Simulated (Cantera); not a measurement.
Standard-state values (1 bar) from the NASA 1993 polynomials, evaluated with Cantera. Values are per mole of reaction as written; species without (g) are pure solids or liquids, kept so even where they would boil at 1 bar.

2 C + O2(g) → 2 CO(g), with ΔH° = -221.0 kJ and ΔS° = 178.8 J/K at 300 K.

Task: How far is the shortcut ΔG° ≈ ΔH°(300 K) − T·ΔS°(300 K) from the full temperature-dependent value at 373, 473, 573, 673, 773, 873 K?

Result: 
```
T (K)  shortcut (kJ)  full (kJ)  difference (kJ)  difference in log10 K
-----  -------------  ---------  ---------------  ---------------------
373           -287.7     -287.8              0.1                  -0.01
473           -305.6     -305.9              0.3                  -0.04
573           -323.5     -324.1              0.6                  -0.06
673           -341.3     -342.2              0.8                  -0.07
773           -359.2     -360.2              1.0                  -0.06
873           -377.1     -378.0              0.9                  -0.06
```
The shortcut ignores the heat-capacity change of the reaction.
